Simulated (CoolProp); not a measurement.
CF4 (R14) at 298.24 K and 6.13 MPa is throttled through a valve to 0.351 MPa with no heat exchange. Each further row changes one setting.

Values from CoolProp's reference Helmholtz-energy equation of state, Platzer 1990. This equation is an older, rougher fit; its heat capacities, sound speeds and derivatives of the liquid may be far off and weren't checked against measurements.

```csv
case,temperature change (K),final density (kg/m³)
as stated,-36.2,14.5
outlet pressure 0.105 MPa,-38.0,4.30
outlet pressure 0.456 MPa,-35.4,18.9
```
